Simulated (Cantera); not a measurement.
A perfectly stirred reactor is fed with 23.3 % CH4, 76.7 % H2O, at 0.140 bar; it is held at 2150 K, and followed from long to short residence time.

Detailed kinetics in Cantera: GRI-Mech 3.0 (53 species, 325 reactions).

One state of this run: x CH4 = 0.0262; x H2O = 0.512; x C2H6 = 9.58e-6; x CH2 = 5.70e-5; x O2 = 1.46e-6; x O = 2.77e-6; x HCO = 2.49e-6. x: mole fraction; the columns are a selection and need not sum to one.

Q: Which value of τ (s) does it belong to?
A. 1.8
B. 0.15
C. 0.0024
D. 0.0055

A: C, 0.0024
